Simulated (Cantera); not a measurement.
A freely propagating, adiabatic, planar premixed flame of CH₄ : C₂H₆ : C₃H₈ : O₂ : N₂ = 1 : 0.046 : 0.89 : 5.51 : 20.7 (molar parts), equivalence ratio 1.2, unburnt at 700 K and 1.70 bar; mixture-averaged transport, grid criteria slope 0.08 and curve 0.16, no radiation.

Cantera simulation using GRI-Mech 3.0 (53 species, 325 reactions); the numbers are that mechanism's predictions, not measurements. GRI-Mech 3.0 was tuned for natural gas; its chemistry of propane as a main component is partial and can be far from experiment. Burning velocities carry a grid error of a few per cent, more on coarse grids.

### Question
Predict: laminar burning velocity; thermal thickness; peak x(H₂); peak x(CH₃); peak x(CH₂O).

### Answer
```
Quantity                    Result
------------------------  --------
laminar burning velocity  178 cm/s
thermal thickness         0.165 mm
peak x(H₂)                  0.0368
peak x(CH₃)                0.00406
peak x(CH₂O)               0.00191
```
